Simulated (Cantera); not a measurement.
# Equilibrium for aluminium nitride and oxide growth: Al(CH₃)₃ + N₂O + N₂

Input: 1 mol Al(CH₃)₃, 0.8 mol N₂O, 11 mol N₂, held at 1602 °C.

Equilibrium computed with Cantera from the NASA thermochemical tables; the gas is ideal and each condensed phase is pure. Candidate condensed phases: Al, AlN, Al₂O₃, C, C₆H₆, C₇H₈, C₈H₁₈, H₂O; 148 gas species. The feed counts by its element totals alone. Rates play no part.

From 0.000100 bar to 0.000460 bar the condensed part is C(graphite). From 0.00220 bar to 1.00 bar the condensed part is AlN(s) + C(graphite). The main Al-bearing gas is Al throughout.

| P (Pa) | x N₂ | x H₂ | x Al | x CO | x H | x HCN | x AlH | n C(graphite) | n AlN(s) |
|---|---|---|---|---|---|---|---|---|---|
| 10 | 0.640 | 0.227 | 0.0543 | 0.0435 | 0.0312 | 0.00333 | 9.69e-5 | 2.13 | 0 |
| 46 | 0.645 | 0.237 | 0.0546 | 0.0439 | 0.0149 | 0.00341 | 0.000214 | 2.13 | 0 |
| 220 | 0.666 | 0.257 | 0.0194 | 0.0466 | 0.00708 | 0.00361 | 0.000172 | 2.13 | 0.664 |
| 1000 | 0.677 | 0.266 | 0.00198 | 0.0480 | 0.00338 | 0.00370 | 3.83e-5 | 2.13 | 0.966 |
| 4600 | 0.678 | 0.268 | 0.000201 | 0.0481 | 0.00158 | 0.00372 | 8.35e-6 | 2.13 | 0.996 |
| 22000 | 0.679 | 0.269 | 1.92e-5 | 0.0482 | 0.000724 | 0.00372 | 1.75e-6 | 2.13 | 1.000 |
| 100000 | 0.679 | 0.269 | 1.98e-6 | 0.0482 | 0.000340 | 0.00372 | 3.85e-7 | 2.13 | 1.000 |
x: gas mole fraction; n: condensed amount in mol.
